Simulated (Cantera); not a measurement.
What does this Cantera script print?

```python
import numpy as np
import cantera as ct

gas_names = [...]  # 109 gases of nasa_gas.yaml made of C, Cl, H, Si
cond_names = """
    C(gr) C6H6(L) C7H8(L) C8H18(L),n-octa Si(cr) Si(L) SiC(b)
""".split()


# ... load() reads the species with a 1 bar reference pressure and builds the phases ...
atoms = {
    'SiHCl3': {'Si': 1, 'H': 1, 'CL': 3},
    'HCl': {'H': 1, 'CL': 1},
    'H2': {'H': 2},
    'C2H2': {'C': 2, 'H': 2},
    'Cl2': {'CL': 2},
}
top_T = {'C(gr)': 4500, 'SiC(b)': 3050}  # K; cautious upper limits of use, not melting points


# ... equilibrate(T, P, feed) seeds the gas with the atoms and calls Mixture.equilibrate('TP', solver="vcs", rtol=1e-11, max_steps=5000) ...
results = []
feed = {'SiHCl3': 1, 'HCl': 0.026, 'H2': 7, 'C2H2': 0.41, 'Cl2': 0.1}  # mol
P = 730  # Pa
for T in [1998, 2073, 2148, 2223, 2298, 2373, 2448, 2523, 2598]:
    mix = equilibrate(T, P, feed)
    results.append((T, P, feed, dict(zip(mix.species_names, mix.species_moles))))

top = {s: max(r[3][s] / sum(r[3][g] for g in gas_names) for r in results) for s in gas_names}
cols = sorted((s for s in top if top[s] > 0.001), key=lambda s: -top[s])[:6]
seen = [c for c in cond_names if any(r[3].get(c, 0) > 1e-12 for r in results)]
print("log10 of partial pressures in bar; condensed amounts in mol")
print(f"{'T/K':>10s}" + "".join(f"{s[:9]:>10s}" for s in cols + seen))
for T, P, feed, n in results:
    ng = sum(n[g] for g in gas_names)
    print(f"{T:10.4g}" + "".join(f"{np.log10(max(n[s] / ng * P / 1e5, 1e-99)):10.3f}" for s in cols)
          + "".join(f"{n.get(c, 0):10.4g}" for c in seen))
```

Result:

```
log10 of partial pressures in bar; condensed amounts in mol
       T/K        H2       HCL         H        CL        Si     SiCL2     C(gr)    SiC(b)
      1998    -2.312    -2.672    -3.951    -4.438    -5.586    -3.866         0    0.8119
      2073    -2.317    -2.682    -3.739    -4.235    -5.149    -3.852  0.007961    0.7948
      2148    -2.324    -2.701    -3.542    -4.055    -4.698    -3.810   0.04388     0.746
      2223    -2.337    -2.727    -3.362    -3.892    -4.277    -3.782    0.1054    0.6577
      2298    -2.358    -2.764    -3.198    -3.746    -3.884    -3.770    0.2298    0.4702
      2373    -2.396    -2.818    -3.053    -3.621    -3.516    -3.783    0.5039   0.03081
      2448    -2.437    -2.836    -2.920    -3.467    -3.449    -4.000    0.4289         0
      2523    -2.485    -2.871    -2.799    -3.336    -3.427    -4.274    0.3114         0
      2598    -2.542    -2.928    -2.690    -3.231    -3.430    -4.592    0.1753         0
```

Equilibrium computed with Cantera from the NASA thermochemical tables; the gas is ideal and each condensed phase is pure. The tables' values for SiCl, SiCl3 are old estimates; treat these amounts as uncertain. Gases not in the tables: Si2H6 and higher silanes.
